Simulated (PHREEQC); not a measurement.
0.018 g of hydrous ferric oxide (600 m²/g; 0.2 weak and 0.005 strong sites per Fe, Dzombak-Morel constants, diffuse double layer) in 1 kg of water with 0.05 mol/kgw of an inert sodium salt and 1e-05 mol CuCl2, 1.2e-07 mol Na2SO4 and 8e-07 mol Ag2SO4, at 25 °C; the pH is set by adding NaOH or the inert anion's acid. Oxygen alone is held at its pressure in air (log pO2 = -0.68). CO2 from the air is kept out. Nothing may precipitate in this run.

Base run: PHREEQC, ion-association model, wateq4f.dat. Each further column changes one thing. The table gives Cu sorbed (%).

```tsv
pH	base	no electrostatic term (-no_edl)	background salt from 0.05 to 0.005 mol/kgw	oxide from 0.018 to 0.09 g/kgw	1.8e-05 mol/kgw BaCl2 added
4	0.2	0.2	0.2	0.9	0.2
4.38	0.9	1.2	0.8	4.2	0.9
5.12	8.9	13.4	8.4	35.5	8.9
5.5	19.8	33.7	18.8	63.0	19.8
5.88	41.5	68.5	39.2	85.8	41.5
6.62	85.5	97.6	82.7	98.9	85.5
7	92.9	99.1	90.7	99.6	92.9
7.38	94.3	99.2	92.4	99.7	94.3
8.12	93.0	97.5	92.1	99.7	93.0
8.5	91.9	93.8	91.6	99.6	91.9
8.88	90.7	82.9	91.1	99.5	90.5
9.62	87.0	26.8	89.6	99.3	85.1
10	83.9	7.7	88.4	99.1	79.2
```

The database's constant for dissolved Cu(OH)2 is higher than later reviews accept.
